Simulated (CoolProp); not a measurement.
Vapour pressure (kPa) of CH3F (R41): the reference equation beside estimates from Tc = 44.1 °C, pc = 5906 kPa, ω = 0.200. Clausius-Clapeyron is anchored at -100.25 °C with a constant enthalpy of vaporisation of 17.57 kJ/mol.

Values from CoolProp's reference Helmholtz-energy equation of state, Lemmon 2006. It is a short technical equation, of lower accuracy than the large ones.

| T (°C) | reference | Clausius-Clapeyron | van der Waals | Soave-Redlich-Kwong |
|---|---|---|---|---|
| -100.25 | 25.50 | 25.50 | 287.6 | 23.42 |
| -93.05 | 41.86 | 41.57 | 369.7 | 39.14 |
| -85.95 | 65.42 | 64.88 | 465.4 | 62.13 |
| -78.85 | 98.60 | 98.00 | 576.8 | 94.90 |
| -71.75 | 143.9 | 143.8 | 704.9 | 140.1 |
| -64.55 | 205.1 | 206.6 | 853.1 | 201.8 |
| -57.45 | 283.5 | 288.3 | 1018 | 281.4 |
| -50.35 | 383.3 | 394.0 | 1203 | 383.4 |
| -43.25 | 508.0 | 528.1 | 1409 | 511.3 |
| -36.05 | 663.6 | 698.2 | 1639 | 671.8 |
| -28.95 | 850.0 | 904.7 | 1889 | 864.3 |

Absolute difference from the reference over all 11 rows, mean and median: Clausius-Clapeyron 2.1 and 0.8 %, van der Waals 412.1 and 315.9 %, Soave-Redlich-Kwong 2.9 and 1.7 %.
